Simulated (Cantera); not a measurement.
An adiabatic, constant-pressure homogeneous reactor starts with CH4 : CO : O2 : N2 = 1 : 0.057 : 1.35 : 5.08 (molar parts), at 1175 K and 101000 Pa.

Detailed kinetics in Cantera: GRI-Mech 3.0 (53 species, 325 reactions).

Task: Predict: time of steepest temperature rise; temperature at 3.00 s; equilibrium temperature; x(CO) at 3.00 s; x(O2) at 3.00 s; x(NO) at 3.00 s.

Result: 
* **time of steepest temperature rise**: 87.6 ms
* **temperature at 3.00 s**: 2530 K
* **equilibrium temperature**: 2530 K
* **x(CO) at 3.00 s**: 0.0940 (gas-phase equilibrium 0.0940)
* **x(O2) at 3.00 s**: 0.000258 (gas-phase equilibrium 0.000258)
* **x(NO) at 3.00 s**: 0.000756 (gas-phase equilibrium 0.000756)
